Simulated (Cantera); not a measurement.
A perfectly stirred reactor is fed with 26.3 % C2H6, 73.7 % N2, at 130 Pa; it is held at 1250 K, and followed from long to short residence time.

Detailed kinetics in Cantera: GRI-Mech 3.0 (53 species, 325 reactions). GRI-Mech 3.0 stops at C3 and has no aromatics, soot or wall deposition, so with more carbon than oxygen in the feed, carbon stays in small species such as C2H2 where larger ones or solid carbon would form. Radical loss at walls, strong at low pressure, is not modelled.

Predict: x(C2H6) at τ = 6.90 s; x(C2H2) at τ = 6.90 s; x(H) at τ = 6.90 s; x(H2) at τ = 6.90 s; x(CH3) at τ = 6.90 s; x(C2H6) at τ = 22.0 ms; x(C2H2) at τ = 22.0 ms; x(H) at τ = 22.0 ms; x(H2) at τ = 22.0 ms; x(CH3) at τ = 22.0 ms.


```
Item                      Result
----------------------  --------
x(C2H6) at τ = 6.90 s     0.0109
x(C2H2) at τ = 6.90 s     0.0846
x(H) at τ = 6.90 s       4.69e-5
x(H2) at τ = 6.90 s        0.185
x(CH3) at τ = 6.90 s    0.000541
x(C2H6) at τ = 22.0 ms     0.256
x(C2H2) at τ = 22.0 ms   1.88e-5
x(H) at τ = 22.0 ms      1.45e-5
x(H2) at τ = 22.0 ms     0.00430
x(CH3) at τ = 22.0 ms   0.000753
```
